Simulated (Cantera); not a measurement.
A freely propagating, adiabatic, planar premixed flame of CH4 : O2 : N2 = 1 : 1.82 : 6.36 (molar parts), equivalence ratio 1.1, unburnt at 650 K and 5.70 bar; mixture-averaged transport, grid criteria slope 0.08 and curve 0.16, no radiation.

Detailed kinetics in Cantera: GRI-Mech 3.0 (53 species, 325 reactions). Burning velocities carry a grid error of a few per cent, more on coarse grids.

**Question.** Predict: laminar burning velocity; thermal thickness; peak x(H2O2); peak x(CH3); peak x(H2); peak x(CO).

**Answer.** 
```
Quantity                      Value
------------------------  ---------
laminar burning velocity  96.9 cm/s
thermal thickness         0.0767 mm
peak x(H2O2)                4.08e-5
peak x(CH3)                 0.00317
peak x(H2)                   0.0249
peak x(CO)                   0.0570
```
